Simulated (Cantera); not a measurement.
Input: 1 mol SiHCl3, 23 mol H2, 0.0096 mol C3H8, equilibrated at 18.0 mbar.

These are equilibrium values from Cantera (NASA tables, ideal gas, pure condensed phases), not measurements of a reactor. Candidate condensed phases: C, C6H6, C7H8, C8H18, Si, SiC; 109 gas species. Mutual solubility and eutectic melting of coexisting phases are not modelled. Rates play no part.

Over these rows the condensed part is Si(s) + SiC(s). Partial pressures as log10 of bar:

```csv
T (K),1000/T (1/K),log p SiCl2,log p H2,log p HCl,log p SiCl4
975,1.0256,-5.03,-1.77,-3.50,-3.43
1050,0.9524,-4.47,-1.77,-3.26,-3.52
1125,0.8889,-4.04,-1.78,-3.07,-3.69
1200,0.8333,-3.73,-1.78,-2.95,-3.99
1275,0.7843,-3.57,-1.79,-2.88,-4.45
1350,0.7407,?,-1.79,-2.86,-5.00
```

Task: Fit log p(SiCl2) = a + b·(1000/T) to the five rows, give the apparent enthalpy, and predict the row at 1350 K.

Result: Means: 1000/T = 0.8969, log p = -4.168. Sxy = -0.223916, Sxx = 0.0364317, so b = -6.15 and a = -4.168 − (-6.15)×0.8969 = 1.35.
Apparent enthalpy: −19.145 × (-6.15) = 118 kJ/mol. With the condensed phases at unit activity, 1/2 Si(s) + 1/2 SiCl4(g) = SiCl2(g) links this pressure to the main gases: over the six rows their terms move log p by -0.78 in all, so the slope isn't that reaction's ΔH° alone. The five rows lie within 0.10 of the line.
Prediction at 1350 K: 1.35 + (-6.15)×0.7407 = -3.21. The computed value is -3.49, 0.28 from the line.
